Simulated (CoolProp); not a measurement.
Properties of normal hydrogen along the isobar 197 kPa (Tc = 33.1 K, pc = 1296 kPa, ω = -0.219).

Computed with CoolProp (reference Helmholtz-energy equation of state, Leachman 2009).

```csv
T (K),phase,Z,cp (kJ/(kg K)),viscosity (µPa s),fugacity coefficient
26.1,gas,0.9009,12.04,1.33,0.9097
45.7,gas,0.9794,10.70,2.24,0.9798
65.3,gas,0.9936,10.60,[?],0.9936
84.8,gas,0.9981,[?],3.65,0.9981
104.4,gas,0.9999,[?],4.26,0.9999
123.9,gas,1.001,[?],4.82,1.001
143.5,gas,1.001,12.46,5.35,1.001
163.1,gas,1.001,12.91,5.85,1.001
182.6,gas,1.001,13.28,6.33,1.001
202.2,gas,1.001,[?],6.80,1.001
221.7,gas,1.001,[?],7.25,1.001
241.3,gas,1.001,[?],7.69,1.001
```

Problem. Fill in the missing entries.

Solution. 
- 65.3, viscosity (µPa s): 2.99
- 84.8, cp (kJ/(kg K)): 10.88
- 104.4, cp (kJ/(kg K)): 11.38
- 123.9, cp (kJ/(kg K)): 11.94
- 202.2, cp (kJ/(kg K)): 13.57
- 221.7, cp (kJ/(kg K)): 13.81
- 241.3, cp (kJ/(kg K)): 13.99

Viscosity comes from a separate model (Muzny 2013).
